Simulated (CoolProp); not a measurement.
Vapour-liquid equilibrium of CH2F2 (R32) (1) + R152A (2) at 5.25 °C; x and y are mole fractions of (1).

Model: multi-fluid Helmholtz-energy mixture model, Tillner-Roth 1997 and Outcalt 1996; pair parameters Bell 2016, in CoolProp.

```csv
x,bubble pressure (kPa),y at the bubble point,dew pressure at overall composition x (kPa),liquid density (mol/L)
0.05,348.9,0.127,329.2,14.55
0.2,442.7,0.402,370.0,15.22
0.35,536.4,0.586,421.5,15.94
0.5,630.7,0.719,488.5,16.73
0.65,726.3,0.823,578.3,17.59
0.8,824.0,0.907,702.9,18.53
0.95,924.5,0.978,882.0,19.56
```

No azeotrope shows between x = 0.05 and 0.95.

Pair parameters are fitted to limited data, so mixtures are less certain than the pure fluids.
